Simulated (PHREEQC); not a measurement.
HNO3 is added in steps, without added water, to 1 kg of water holding 0.016 mol H3BO3, 0.0016 mol Na2CO3 and 0.00029 mol KCl, at 25 °C. Oxygen is held at 0.21 atm. CO2 from the air is kept out. Only these solids could form: Halite, Nahcolite, Natron.

Base run: PHREEQC, ion-association model, wateq4f.dat. Each further column changes one thing. The table gives H2BO3- (mol/kgw).

| HNO3 added (mol) | base | Davies equation for every ion | metal-ligand complexes left out | Debye-Hückel limiting law | database phreeqc.dat |
|---|---|---|---|---|---|
| 0 | 0.00160 | 0.00160 | 0.00160 | 0.00160 | 0.00160 |
| 0.002625 | 1.13e-5 | 1.13e-5 | 1.13e-5 | 1.13e-5 | 1.13e-5 |
| 0.007875 | 2.37e-9 | 2.38e-9 | 2.37e-9 | 2.43e-9 | 2.36e-9 |
| 0.0105 | 1.55e-9 | 1.57e-9 | 1.55e-9 | 1.61e-9 | 1.54e-9 |
| 0.01312 | 1.17e-9 | 1.18e-9 | 1.17e-9 | 1.22e-9 | 1.16e-9 |
| 0.01837 | 7.89e-10 | 7.98e-10 | 7.89e-10 | 8.36e-10 | 7.82e-10 |
| 0.021 | 6.83e-10 | 6.91e-10 | 6.83e-10 | 7.29e-10 | 6.75e-10 |
| 0.02363 | 6.03e-10 | 6.10e-10 | 6.03e-10 | 6.48e-10 | 5.96e-10 |
| 0.02888 | 4.92e-10 | 4.98e-10 | 4.92e-10 | 5.36e-10 | 4.85e-10 |
| 0.0315 | 4.51e-10 | 4.57e-10 | 4.51e-10 | 4.95e-10 | 4.44e-10 |
| 0.03413 | 4.17e-10 | 4.23e-10 | 4.17e-10 | 4.60e-10 | 4.10e-10 |
| 0.03938 | 3.64e-10 | 3.69e-10 | 3.64e-10 | 4.06e-10 | 3.57e-10 |
| 0.042 | 3.42e-10 | 3.47e-10 | 3.42e-10 | 3.85e-10 | 3.35e-10 |

 phreeqc.dat and wateq4f.dat share most of their constants, so their agreement is no independent check. Solids allowed in the column 'database phreeqc.dat': Halite, Sylvite.
